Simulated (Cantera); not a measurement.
Feed: 1 mol TiO₂, 1500 mol H₂, equilibrated at 1598.15 K and 3200 Pa.

Method: chemical equilibrium by Gibbs-energy minimisation in Cantera with the NASA 1993 tables (ideal gas, pure condensed phases). Candidate condensed phases: H₂O, Ti, TiO, TiO₂, Ti₂O₃, Ti₃O₅, Ti₄O₇; 12 gas species. Equilibrium is a limit: real reactors are often held back by kinetics, nucleation or transport.

Question: What is the equilibrium state?

Answer: 
```json
{
 "x(H₂)": "0.999",
 "x(H₂O)": "0.000333",
 "x(H)": "0.000298",
 "n(Ti₂O₃(s))": "0.500 mol",
 "gas_amount": "1500 mol",
 "log10 activity of Ti₃O₅(s) (absent)": "-0.13",
 "log10 activity of Ti₄O₇(s) (absent)": "-0.66",
 "log10 activity of Ti(β) (absent)": "-4.79"
}
```
